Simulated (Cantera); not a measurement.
Cantera with NASA thermochemical tables; ideal gases at 1 bar, condensed phases pure. Values are per mole of reaction as written; species without (g) are pure solids or liquids, kept so even where they would boil at 1 bar.

2 NH3(g) + 2 Si = 2 SiH3(g) + N2(g)

```tsv
T (K)	ΔH° (kJ)	ΔS° (J/K)	ΔG° (kJ)	log10 K
2375	405.2	138.6	76.0	-1.67
2425	404.8	138.4	69.1	-1.49
2475	___	___	___	___
2525	___	___	___	___
2575	403.3	137.8	48.4	-0.98
2625	402.8	137.6	41.5	-0.83
2675	___	___	___	___
2725	___	___	___	___
```

Q: Fill in the missing entries.

A: 
- 2475, ΔH° (kJ): 404.3
- 2475, ΔS° (J/K): 138.2
- 2475, ΔG° (kJ): 62.2
- 2475, log10 K: -1.31
- 2525, ΔH° (kJ): 403.8
- 2525, ΔS° (J/K): 138.0
- 2525, ΔG° (kJ): 55.3
- 2525, log10 K: -1.14
- 2675, ΔH° (kJ): 402.2
- 2675, ΔS° (J/K): 137.4
- 2675, ΔG° (kJ): 34.6
- 2675, log10 K: -0.68
- 2725, ΔH° (kJ): 401.7
- 2725, ΔS° (J/K): 137.2
- 2725, ΔG° (kJ): 27.8
- 2725, log10 K: -0.53
